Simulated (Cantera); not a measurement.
## Premixed flame

A freely propagating, adiabatic, planar premixed flame of CO : H₂ : O₂ : N₂ = 1 : 0.076 : 0.448 : 1.69 (molar parts), unburnt at 450 K and 0.385 atm; mixture-averaged transport, grid criteria slope 0.08 and curve 0.16, no radiation.

Model: GRI-Mech 3.0 (53 species, 325 reactions), integrated in Cantera. Burning velocities carry a grid error of a few per cent, more on coarse grids.

```
z (mm)  T (K)  u (m/s)   x CO     x H₂    x O₂    x N₂O   x H₂O₂    x H₂O
------  -----  -------  -----  -------  ------  -------  -------  -------
-7.45     450     1.12  0.311   0.0236   0.139    <1e-8    <1e-8    <1e-8
-4.97     450     1.12  0.311   0.0236   0.139    <1e-8    <1e-8    <1e-8
-3.73     450     1.12  0.311   0.0236   0.139    <1e-8    <1e-8  1.19e-8
-2.48     450     1.12  0.311   0.0236   0.139    <1e-8    <1e-8  2.00e-7
-1.24     452     1.12  0.311   0.0227   0.139    <1e-8  1.82e-6  3.24e-5
-0.621    568     1.40  0.307   0.0196   0.136    <1e-8  3.01e-5  0.00195
0        1032     2.51  0.268  0.00954   0.111  1.29e-8  1.10e-6   0.0117
0.621    1377     3.26  0.204  0.00249  0.0675  6.55e-8  2.99e-7   0.0148
1.24     1556     3.62  0.167  0.00221  0.0475  7.42e-8  1.69e-7   0.0112
2.48     1726     3.96  0.149  0.00255  0.0396  7.13e-8  1.01e-7   0.0116
4.97     1887     4.28  0.142  0.00258  0.0362  7.55e-8  5.50e-8   0.0151
9.94     2039     4.57  0.132  0.00234  0.0316  8.10e-8  2.97e-8   0.0179
19.9     2175     4.83  0.120  0.00201  0.0262  8.71e-8  1.73e-8   0.0200
```
x: mole fraction of selected species; z is measured from the peak of heat release.

```json
{
 "laminar_burning_velocity": "112 cm/s",
 "thermal_thickness": "2.48 mm",
 "peak x(H₂O₂)": "3.10e-5",
 "grid_points": "142"
}
```
